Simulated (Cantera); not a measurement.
**Fluorocarbon and chlorocarbon gases: c-C₄F₈ + CH₄**

Input: 1 mol c-C₄F₈, 0.051 mol CH₄, held at 1.40 Pa.

These are equilibrium values from Cantera (NASA tables, ideal gas, pure condensed phases), not measurements of a reactor. Candidate condensed phases: C, C₆H₆, C₇H₈, C₈H₁₈; 95 gas species. The feed counts by its element totals alone. Condensed phases not in the tables: fluorocarbon polymer. Gases not in the tables: C₂F₆ and larger saturated fluorocarbons. Rates play no part.

From 850 K to 1750 K the condensed part is C(graphite). The main C-bearing gas is CF₄ throughout.

```
T (K)  log p CF₄  log p F  log p CF₂  log p HF  log p CF₃  log p CF  n C(graphite)
-----  ---------  -------  ---------  --------  ---------  --------  -------------
850        -4.90   -15.34     -14.33     -5.88     -14.25      <-16           2.10
1000       -4.90   -12.43     -11.72     -5.88     -12.14      <-16           2.10
1150       -4.90   -10.28      -9.79     -5.88     -10.59    -15.86           2.10
1300       -4.90    -8.62      -8.32     -5.88      -9.39    -13.31           2.10
1450       -4.90    -7.31      -7.16     -5.88      -8.45    -11.30           2.10
1600       -4.94    -6.25      -6.23     -5.90      -7.71     -9.67           2.08
1750       -5.18    -5.42      -5.57     -6.03      -7.26     -8.38           2.01
```
log p: log10 of the partial pressure in bar; n: condensed amount in mol.
